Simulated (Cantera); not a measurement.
**Stirred combustor or abatement burner**

A perfectly stirred reactor is fed with 5.94 % C3H8, 19.8 % O2, 74.3 % N2, equivalence ratio 1.5, at 1.00 atm; it is adiabatic with a 548 K inlet, and is followed from long to short residence time, starting on the burning branch (τ in s: 0.25, 0.093, 0.034, 0.012, 0.0045, 0.0017, 0.00061, 0.00022, 8.1e-05).

Computed with Cantera and GRI-Mech 3.0 (53 species, 325 reactions). GRI-Mech 3.0 was tuned for natural gas; its chemistry of propane as a main component is partial and can be far from experiment.

```
τ (s)    T (K)   x C3H8      x O2      x OH    x HO2     x CH3    x CH2
-------  -----  -------  --------  --------  -------  --------  -------
0.25      2141  1.32e-7   3.28e-5  0.000523  8.96e-9   9.53e-6  3.22e-7
0.093     2136  3.08e-7   6.42e-5  0.000676  1.80e-8   1.74e-5  7.17e-7
0.034     2129  7.10e-7  0.000128  0.000887  3.74e-8   3.10e-5  1.56e-6
0.012     2119  1.69e-6  0.000264   0.00114  7.90e-8   5.83e-5  3.42e-6
0.0045    2109  3.97e-6  0.000544   0.00137  1.64e-7  0.000114  7.26e-6
0.0017    2096  9.79e-6   0.00118   0.00154  3.70e-7  0.000236  1.55e-5
0.00061   2073  2.70e-5   0.00286   0.00166  1.05e-6  0.000520  3.37e-5
0.00022   2016  8.44e-5   0.00759   0.00165  4.12e-6   0.00112  6.57e-5
8.1e-5     548   0.0594     0.198    <1e-12   <1e-12    <1e-12   <1e-12
```
x: mole fraction; the columns are a selection and need not sum to one.
